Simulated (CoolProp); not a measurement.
The fluid at 226.75 K and 0.896 MPa is throttled through a valve to 0.0641 MPa with no heat exchange. The same conditions are run with several fluids, on thermodynamics alone (safety and materials aside).

The numbers come from the reference Helmholtz-energy equation of state of each fluid (hydrogen sulfide: Lemmon 2006; ethanol: Schroeder 2014; tetradecamethylhexasiloxane (MD4M): Thol 2019; R124: de Vries 1995; R21: Platzer 1990) in CoolProp. The equations of Platzer and Polt are older, rougher fits.

```json
[
 {"fluid": "hydrogen sulfide", "temperature change (K)": "…", "final phase": "…", "final density (kg/m³)": "…"},
 {"fluid": "ethanol", "temperature change (K)": "+0.4", "final phase": "liquid", "final density (kg/m³)": "…"},
 {"fluid": "tetradecamethylhexasiloxane (MD4M)", "temperature change (K)": "+0.4", "final phase": "liquid", "final density (kg/m³)": "…"},
 {"fluid": "R124", "temperature change (K)": "…", "final phase": "liquid", "final density (kg/m³)": "…"},
 {"fluid": "R21", "temperature change (K)": "+0.4", "final phase": "liquid", "final density (kg/m³)": "…"}
]
```

### Question
What belongs in the gaps?

### Answer

- hydrogen sulfide, temperature change (K): -22.5
- hydrogen sulfide, final phase: two-phase, vapour fraction 0.082
- hydrogen sulfide, final density (kg/m³): 15.8
- ethanol, final density (kg/m³): 846
- tetradecamethylhexasiloxane (MD4M), final density (kg/m³): 956
- R124, temperature change (K): +0.3
- R124, final density (kg/m³): 1570
- R21, final density (kg/m³): 1520
